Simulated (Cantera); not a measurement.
Input (Python, Cantera) and output of one run.

```python
import numpy as np
import cantera as ct

gas_names = [...]  # 113 gases of nasa_gas.yaml made of C, H, O, Ta
cond_names = """
    C(gr) C6H6(L) C7H8(L) C8H18(L),n-octa H2O(s) H2O(L) Ta(cr) Ta(L) TaC(s) TaC(L) Ta2O5(s) Ta2O5(L)
""".split()


# ... load() reads the species with a 1 bar reference pressure and builds the phases ...
atoms = {
    'Ta(OEt)5': {'Ta': 1, 'C': 10, 'H': 25, 'O': 5},
    'CH4': {'C': 1, 'H': 4},
    'H2': {'H': 2},
    'O2': {'O': 2},
}
top_T = {'C(gr)': 4500}  # K; cautious upper limits of use, not melting points


# ... equilibrate(T, P, feed) seeds the gas with the atoms and calls Mixture.equilibrate('TP', solver="vcs", rtol=1e-11, max_steps=5000) ...
results = []
feed = {'Ta(OEt)5': 1, 'CH4': 2.4, 'H2': 92, 'O2': 0.81}  # mol
P = 1000  # Pa
for T in [948, 998, 1048, 1098, 1148, 1198, 1248, 1298, 1348, 1398]:
    mix = equilibrate(T, P, feed)
    results.append((T, P, feed, dict(zip(mix.species_names, mix.species_moles))))

top = {s: max(r[3][s] / sum(r[3][g] for g in gas_names) for r in results) for s in gas_names}
cols = sorted((s for s in top if top[s] > 1e-05), key=lambda s: -top[s])[:9]
seen = [c for c in cond_names if any(r[3].get(c, 0) > 1e-12 for r in results)]
print("log10 of partial pressures in bar; condensed amounts in mol")
print(f"{'T/K':>10s}" + "".join(f"{s[:9]:>10s}" for s in cols + seen))
for T, P, feed, n in results:
    ng = sum(n[g] for g in gas_names)
    print(f"{T:10.4g}" + "".join(f"{np.log10(max(n[s] / ng * P / 1e5, 1e-99)):10.3f}" for s in cols)
          + "".join(f"{n.get(c, 0):10.4g}" for c in seen))
```

It prints:

```
log10 of partial pressures in bar; condensed amounts in mol
       T/K        H2        CO       CH4       H2O         H       CO2     C(gr)    TaC(s)  Ta2O5(s)
       948    -2.017    -3.444    -4.799    -5.474   -10.289    -6.644     8.141         0       0.5
       998    -2.019    -3.390    -5.048    -5.797    -9.677    -7.008     7.438     0.217    0.3915
      1048    -2.026    -3.244    -5.285    -5.998    -9.125    -7.142     4.732         1         0
      1098    -2.026    -3.244    -5.489    -6.306    -8.620    -7.527     4.748         1         0
      1148    -2.026    -3.243    -5.675    -6.587    -8.158    -7.877     4.759         1         0
      1198    -2.026    -3.243    -5.846    -6.845    -7.734    -8.198     4.765         1         0
      1248    -2.026    -3.243    -6.004    -7.082    -7.343    -8.492     4.769         1         0
      1298    -2.026    -3.243    -6.150    -7.301    -6.983    -8.763     4.772         1         0
      1348    -2.026    -3.243    -6.285    -7.503    -6.648    -9.012     4.774         1         0
      1398    -2.026    -3.243    -6.411    -7.691    -6.338    -9.243     4.775         1         0
```

Method: chemical equilibrium by Gibbs-energy minimisation in Cantera with the NASA 1993 tables (ideal gas, pure condensed phases). The feed counts by its element totals alone. TaC: taken at fixed stoichiometry. Condensed phases not in the tables: Ta2C.
